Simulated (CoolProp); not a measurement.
Vapour-liquid equilibrium of CH2F2 (R32) (1) + R1234yf (2) at 40.85 °C; x and y are mole fractions of (1).

The numbers come from the multi-fluid Helmholtz-energy mixture model, Tillner-Roth 1997 and Lemmon 2022; pair parameters Bell 2023 in CoolProp.

```tsv
x	bubble pressure, mixture model (kPa)	bubble pressure, Raoult's law (kPa)	y, mixture model	y, Raoult's law
0.05	1139	1115	0.110	0.113
0.125	1285	1227	0.247	0.258
0.2	1427	1339	0.359	0.378
0.275	1564	1450	0.450	0.480
0.35	1694	1562	0.527	0.567
0.425	1817	1674	0.594	0.642
0.5	1933	1785	0.653	0.709
0.575	2041	1897	0.707	0.767
0.65	2143	2009	0.758	0.819
0.725	2239	2120	0.807	0.865
0.8	2328	2232	0.857	0.907
0.875	2411	2344	0.908	0.945
0.95	2486	2456	0.962	0.979
```

The largest gap from Raoult's law is +8.5 % in bubble pressure, at x = 0.425. No azeotrope shows between x = 0.05 and 0.95.

Pair parameters are fitted to limited data, so mixtures are less certain than the pure fluids.
